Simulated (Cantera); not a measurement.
A Cantera script and what it prints.

```python
import numpy as np
import cantera as ct

gas_names = """
    CL CL2 N N2 Si SiCL SiCL2 SiCL3 SiCL4 SiN Si2 Si2N Si3
""".split()
cond_names = """
    Si(cr) Si(L) Si3N4(a)
""".split()


def load(file, names, dense=False):
    # The tables refer to 1 bar. Condensed volumes are neglected.
    table = {s.name: s for s in ct.Species.list_from_file(file)}
    out = []
    for n in names:
        d = dict(table[n].input_data)
        d["thermo"] = dict(d["thermo"], **{"reference-pressure": 1e5})
        if dense:
            d["equation-of-state"] = {"model": "constant-volume", "density": "1e6 g/cm^3"}
        out.append(ct.Species.from_dict(d))
    return out


gas = ct.Solution(thermo="ideal-gas", species=load("nasa_gas.yaml", gas_names))
cond = {s.name: ct.Solution(thermo="fixed-stoichiometry", species=[s], name=s.name)
        for s in load("nasa_condensed.yaml", cond_names, dense=True)}
atoms = {
    'SiCl4': {'Si': 1, 'CL': 4},
    'Cl2': {'CL': 2},
    'N2': {'N': 2},
}
top_T = {'Si3N4(a)': 2400}  # K; cautious upper limits of use, not melting points


def equilibrate(T, P, feed):
    n = {}
    for name, mol in feed.items():
        for a, k in atoms[name].items():
            n[a] = n.get(a, 0.0) + k * mol
    gas.TPX = T, P, n
    mass = sum(n.values()) * gas.mean_molecular_weight
    gas.equilibrate("TP")
    valid = [c for c in cond.values() if c.min_temp <= T <= top_T.get(c.name, c.max_temp)]
    mix = ct.Mixture([(gas, mass / gas.mean_molecular_weight)] + [(c, 0.0) for c in valid])
    mix.T, mix.P = T, P
    mix.equilibrate("TP", solver="vcs", rtol=1e-11, max_steps=5000)
    return mix


results = []
feed = {'SiCl4': 1, 'Cl2': 0.091, 'N2': 34}  # mol
P = 1000  # Pa
for T in [1198, 1223, 1248, 1273, 1298, 1323, 1348, 1373, 1398, 1423, 1448, 1473, 1498, 1523]:
    mix = equilibrate(T, P, feed)
    results.append((T, P, feed, dict(zip(mix.species_names, mix.species_moles))))

top = {s: max(r[3][s] / sum(r[3][g] for g in gas_names) for r in results) for s in gas_names}
cols = sorted((s for s in top if top[s] > 0.001), key=lambda s: -top[s])[:6]
seen = [c for c in cond_names if any(r[3].get(c, 0) > 1e-12 for r in results)]
print("log10 of partial pressures in bar; condensed amounts in mol")
print(f"{'T/K':>10s}" + "".join(f"{s[:9]:>10s}" for s in cols + seen))
for T, P, feed, n in results:
    ng = sum(n[g] for g in gas_names)
    print(f"{T:10.4g}" + "".join(f"{np.log10(max(n[s] / ng * P / 1e5, 1e-99)):10.3f}" for s in cols)
          + "".join(f"{n.get(c, 0):10.4g}" for c in seen))
```

Output:

```
log10 of partial pressures in bar; condensed amounts in mol
       T/K        N2     SiCL4        CL       CL2     SiCL3
      1198    -2.014    -3.546    -4.726    -4.782    -8.012
      1223    -2.014    -3.546    -4.642    -4.838    -7.746
      1248    -2.014    -3.546    -4.569    -4.906    -7.483
      1273    -2.014    -3.546    -4.506    -4.986    -7.223
      1298    -2.014    -3.546    -4.454    -5.079    -6.965
      1323    -2.015    -3.546    -4.411    -5.183    -6.710
      1348    -2.015    -3.547    -4.376    -5.298    -6.457
      1373    -2.015    -3.547    -4.349    -5.421    -6.208
      1398    -2.015    -3.548    -4.326    -5.547    -5.965
      1423    -2.015    -3.549    -4.306    -5.671    -5.729
      1448    -2.015    -3.551    -4.285    -5.789    -5.503
      1473    -2.015    -3.555    -4.260    -5.893    -5.291
      1498    -2.015    -3.560    -4.229    -5.978    -5.096
      1523    -2.015    -3.568    -4.187    -6.040    -4.921
```

Method: chemical equilibrium by Gibbs-energy minimisation in Cantera with the NASA 1993 tables (ideal gas, pure condensed phases). The tables' values for SiCl3 are old estimates; treat these amounts as uncertain.
